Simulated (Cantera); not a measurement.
## Thermodynamics of metals in furnace atmospheres, feed Pb + CO

Charge: 1 mol Pb, a varied amount of CO, equilibrated at 1575 K and 100 Torr.

These are equilibrium values from Cantera (NASA tables, ideal gas, pure condensed phases), not measurements of a reactor. Candidate condensed phases: C, Pb, PbO, PbO₂, Pb₃O₄; 15 gas species. Equilibrium is a limit: real reactors are often held back by kinetics, nucleation or transport.

From 0.16 mol CO to 1.7 mol CO the condensed part is Pb(l). From 2.6 mol CO to 19 mol CO nothing is condensed. The main Pb-bearing gas is Pb throughout.

```json
[
 {"n(CO) (mol)": "0.16", "x CO": "0.633", "x Pb": "0.367", "x Pb₂": "0.000242", "x CO₂": "1.89e-5", "n Pb(l)": "0.907"},
 {"n(CO) (mol)": "0.24", "x CO": "0.633", "x Pb": "0.367", "x Pb₂": "0.000242", "x CO₂": "1.89e-5", "n Pb(l)": "0.861"},
 {"n(CO) (mol)": "0.35", "x CO": "0.633", "x Pb": "0.367", "x Pb₂": "0.000242", "x CO₂": "1.89e-5", "n Pb(l)": "0.797"},
 {"n(CO) (mol)": "0.52", "x CO": "0.633", "x Pb": "0.367", "x Pb₂": "0.000242", "x CO₂": "1.89e-5", "n Pb(l)": "0.699"},
 {"n(CO) (mol)": "0.78", "x CO": "0.633", "x Pb": "0.367", "x Pb₂": "0.000242", "x CO₂": "1.89e-5", "n Pb(l)": "0.548"},
 {"n(CO) (mol)": "1.2", "x CO": "0.633", "x Pb": "0.367", "x Pb₂": "0.000242", "x CO₂": "1.89e-5", "n Pb(l)": "0.304"},
 {"n(CO) (mol)": "1.7", "x CO": "0.633", "x Pb": "0.367", "x Pb₂": "0.000242", "x CO₂": "1.89e-5", "n Pb(l)": "0.0145"},
 {"n(CO) (mol)": "2.6", "x CO": "0.722", "x Pb": "0.278", "x Pb₂": "0.000139", "x CO₂": "2.46e-5", "n Pb(l)": "0"},
 {"n(CO) (mol)": "3.8", "x CO": "0.792", "x Pb": "0.208", "x Pb₂": "7.80e-5", "x CO₂": "2.96e-5", "n Pb(l)": "0"},
 {"n(CO) (mol)": "5.7", "x CO": "0.851", "x Pb": "0.149", "x Pb₂": "4.00e-5", "x CO₂": "3.41e-5", "n Pb(l)": "0"},
 {"n(CO) (mol)": "8.5", "x CO": "0.895", "x Pb": "0.105", "x Pb₂": "1.99e-5", "x CO₂": "3.78e-5", "n Pb(l)": "0"},
 {"n(CO) (mol)": "13", "x CO": "0.929", "x Pb": "0.0714", "x Pb₂": "9.17e-6", "x CO₂": "4.07e-5", "n Pb(l)": "0"},
 {"n(CO) (mol)": "19", "x CO": "0.950", "x Pb": "0.0500", "x Pb₂": "4.50e-6", "x CO₂": "4.26e-5", "n Pb(l)": "0"}
]
```
x: gas mole fraction; n: condensed amount in mol.
